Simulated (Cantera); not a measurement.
A Cantera script and its output.

```python
import numpy as np
import cantera as ct

gas = ct.Solution("gri30.yaml")
gas.TPX = 1775, 62, {'C2H6': 1.5, 'N2': 24}
reactor = ct.IdealGasConstPressureReactor(gas, energy="off", clone=False)
net = ct.ReactorNet([reactor])
net.rtol, net.atol = 1e-08, 1e-18
show = ['C2H6', 'H2', 'H', 'C2H', 'HCN', 'CH2', 'CH3']
times = np.geomspace(1e-06, 10, 15)

steps = ct.SolutionArray(gas, extra=["t"])
rows = []
print(f"{'t/s':>10s}{'T/K':>9s}{'P/Pa':>11s}" + "".join(f"{s:>11s}" for s in show))
for t in times:
    while net.time < t:
        t_next = net.step()
        steps.append(gas.state, t=t_next)
    rows.append([np.interp(t, steps.t, y) for y in (steps.T, steps.P, *steps(*show).X.T)])
    print(f"{t:10.3e}{rows[-1][0]:9.1f}{rows[-1][1]:11.4g}" + "".join(f"{x:11.3e}" for x in rows[-1][2:]))
rate = np.gradient(steps.T, steps.t)
print("integrator steps:", len(steps.t))
if steps.T.max() > steps.T[0] + 200:
    print(f"time of steepest temperature rise: {steps.t[rate.argmax()]:.4e} s")
gas.TPX = 1775, 62, {'C2H6': 1.5, 'N2': 24}
gas.equilibrate("TP")
print(f"equilibrium (TP): T = {gas.T:.1f} K  " + "  ".join(f"{s} {gas[s].X[0]:.3e}" for s in show))
```

Result:

```
       t/s      T/K       P/Pa       C2H6         H2          H        C2H        HCN        CH2        CH3
 1.000e-06   1775.0         62  5.882e-02  1.855e-11  7.298e-09  1.553e-29  2.619e-20  1.650e-14  1.577e-05
 3.162e-06   1775.0         62  5.880e-02  1.830e-10  2.300e-08  2.662e-27  8.003e-19  4.826e-13  4.986e-05
 1.000e-05   1775.0         62  5.874e-02  1.816e-09  7.215e-08  7.069e-25  2.522e-17  1.582e-11  1.576e-04
 3.162e-05   1775.0         62  5.856e-02  1.806e-08  2.300e-07  2.611e-22  7.932e-16  5.611e-10  4.972e-04
 1.000e-04   1775.0         62  5.799e-02  2.058e-07  9.591e-07  1.723e-19  2.510e-14  2.046e-08  1.561e-03
 3.162e-04   1775.0         62  5.622e-02  4.888e-06  1.021e-05  3.999e-16  1.110e-12  6.669e-07  4.817e-03
 1.000e-03   1775.0         62  5.065e-02  2.358e-04  1.761e-04  4.262e-12  1.428e-09  1.558e-05  1.385e-02
 3.162e-03   1775.0         62  3.161e-02  6.228e-03  1.297e-03  7.876e-08  7.757e-07  1.084e-04  3.141e-02
 1.000e-02   1775.0         62  2.539e-03  3.667e-02  3.410e-03  6.897e-06  1.084e-05  1.826e-04  2.869e-02
 3.162e-02   1775.0         62  9.252e-06  7.368e-02  1.972e-03  7.536e-06  2.648e-05  5.642e-05  6.047e-03
 1.000e-01   1775.0         62  1.720e-06  8.704e-02  9.720e-04  3.985e-06  3.171e-05  1.560e-05  2.121e-03
 3.162e-01   1775.0         62  5.292e-07  9.235e-02  6.046e-04  2.479e-06  3.447e-05  5.647e-06  1.028e-03
 1.000e+00   1775.0         62  1.797e-07  9.584e-02  4.409e-04  1.789e-06  3.668e-05  2.417e-06  5.564e-04
 3.162e+00   1775.0         62  6.570e-08  9.927e-02  4.249e-04  1.704e-06  3.946e-05  1.420e-06  3.307e-04
 1.000e+01   1775.0         62  1.454e-08  1.027e-01  5.637e-04  2.235e-06  4.618e-05  9.394e-07  1.631e-04
integrator steps: 1058
equilibrium (TP): T = 1775.0 K  C2H6 2.852e-15  H2 1.032e-01  H 3.761e-03  C2H 4.875e-06  HCN 7.097e-02  CH2 5.521e-09  CH3 1.374e-07
```

Computed with Cantera and GRI-Mech 3.0 (53 species, 325 reactions). GRI-Mech 3.0 stops at C3 and has no aromatics, soot or wall deposition, so with more carbon than oxygen in the feed, carbon stays in small species such as C2H2 where larger ones or solid carbon would form. Radical loss at walls, strong at low pressure, is not modelled.
